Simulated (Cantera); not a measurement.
Input: 1 mol SiH₂Cl₂, 1.5 mol NO, 6 mol N₂, held at 320 Pa.

Equilibrium computed with Cantera from the NASA thermochemical tables; the gas is ideal and each condensed phase is pure. Candidate condensed phases: H₂O, NH₄Cl, Si, SiO₂, Si₂N₂O, Si₃N₄; 47 gas species. The tables hold silica as quartz up to 1696 K and as liquid above; real silica turns to tridymite and cristobalite and melts near 1996 K. The numbers say what is thermodynamically allowed, not how fast it happens.

Task: At 1875 K, list the 5 most abundant gas species with their mole fractions, and the condensed phases.

Result: N₂ 0.722, HCl 0.195, SiO 0.0539, Cl 0.0187, H₂ 0.00842. Condensed: SiO₂(condensed).
